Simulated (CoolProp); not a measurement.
Vapour-liquid equilibrium of dimethyl ether (1) + chloromethane (R40) (2) at 6.97 bar; x and y are mole fractions of (1).

Model: multi-fluid Helmholtz-energy mixture model, Wu 2011 and Thol 2014; pair parameters Bell 2016, in CoolProp.

```csv
x,"bubble temperature, mixture model (°C)","bubble temperature, Raoult's law (°C)","y, mixture model","y, Raoult's law"
0.05,31.9,31.6,0.044,0.051
0.15,32.4,31.5,0.138,0.153
0.25,32.8,31.4,0.237,0.254
0.35,33.0,31.4,0.342,0.355
0.45,33.1,31.3,0.449,0.455
0.55,33.0,31.2,0.558,0.555
0.65,32.8,31.1,0.665,0.655
0.75,32.4,31.1,0.769,0.754
0.85,31.9,31.0,0.867,0.853
0.95,31.3,30.9,0.958,0.951
```

The largest gap from Raoult's law is +1.8 K in bubble temperature, at x = 0.55. y crosses x between x = 0.45 and 0.55: the model has an azeotrope there.

Pair parameters are fitted to limited data, so mixtures are less certain than the pure fluids.
